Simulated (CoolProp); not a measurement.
The numbers come from the reference Helmholtz-energy equation of state, Thol 2016 in CoolProp.

### Question
For R1234ze(E), give the phase and the density (kg/m³), cp (kJ/(kg K)), Joule-Thomson coefficient (K/MPa), isothermal compressibility (1/MPa) at -3.85 °C and 4590 kPa; 19.25 °C and 4590 kPa; 57.65 °C and 4590 kPa.

### Answer
- -3.85 °C and 4590 kPa: liquid; density 1270, cp 1.29, Joule-Thomson coefficient -0.258, isothermal compressibility 0.00240
- 19.25 °C and 4590 kPa: liquid; density 1200, cp 1.34, Joule-Thomson coefficient -0.175, isothermal compressibility 0.00342
- 57.65 °C and 4590 kPa: liquid; density 1070, cp 1.46, Joule-Thomson coefficient 0.101, isothermal compressibility 0.00741
